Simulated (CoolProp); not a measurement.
Vapour-liquid equilibrium of R22 (1) + R114 (2) at 7.08 bar; x and y are mole fractions of (1).

Computed with CoolProp (multi-fluid Helmholtz-energy mixture model, Kamei 1995 and Platzer 1990; pair parameters Bell 2016). This equation is an older, rougher fit; its heat capacities, sound speeds and derivatives of the liquid may be far off and weren't checked against measurements.

Q: Give the bubble temperature and the first vapour's composition at x = 0.05, 0.2, 0.95. Is there an azeotrope?

A: x = 0.05: 333.1 K, y = 0.193; x = 0.2: 316.4 K, y = 0.525; x = 0.95: 285.7 K, y = 0.982. No azeotrope shows between x = 0.05 and 0.95.

The pair parameters rest on a limited set of measurements; away from them the model extrapolates.
